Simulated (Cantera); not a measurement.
Charge: 1 mol HBr, 0.04 mol O₂, 7.5 mol N₂, equilibrated at 1400 K and 750 Torr.

Cantera equilibrium calculation (NASA polynomials, part measured and part estimated; ideal gas, pure solids and liquids). Candidate condensed phases: Br₂, H₂O; 27 gas species. The numbers say what is thermodynamically allowed, not how fast it happens.

Base state: N₂ 0.878, HBr 0.0982, Br 0.0107, H₂O 0.00936, Br₂ 0.00403, H₂ 4.49e-5 (mole fractions); condensed: gas only.

### Question
What changes in the equilibrium state with this change: O₂ from 0.04 to 0.54 mol?

### Answer
```json
[
 {"species": "N₂", "before": "0.878", "after": "0.837"},
 {"species": "H₂O", "before": "0.00936", "after": "0.0486"},
 {"species": "O₂", "before": "8.89e-9", "after": "0.0358"},
 {"species": "HBr", "before": "0.0982", "after": "0.0143"},
 {"species": "Br₂", "before": "0.00403", "after": "0.0332"},
 {"species": "Br", "before": "0.0107", "after": "0.0308"},
 {"species": "NO", "before": "1.57e-7", "after": "0.000308"},
 {"species": "H₂", "before": "4.49e-5", "after": "1.16e-7"},
 {"species": "OH", "before": "1.35e-7", "after": "1.38e-5"}
]
```
